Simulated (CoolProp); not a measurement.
Nitrogen at 298.15 K and 0.209 MPa is throttled through a valve to 0.0486 MPa with no heat exchange. Each further row changes one setting.

The numbers come from the reference Helmholtz-energy equation of state, Span 2000 in CoolProp.

```
case                        temperature change (K)  final density (kg/m³)
--------------------------  ----------------------  ---------------------
as stated                                     -0.3                      ?
outlet pressure 0.0146 MPa                       ?                      ?
outlet pressure 0.0632 MPa                    -0.3                      ?
```

Q: Fill in the missing entries.

A: 
- as stated, final density (kg/m³): 0.550
- outlet pressure 0.0146 MPa, temperature change (K): -0.4
- outlet pressure 0.0146 MPa, final density (kg/m³): 0.165
- outlet pressure 0.0632 MPa, final density (kg/m³): 0.715
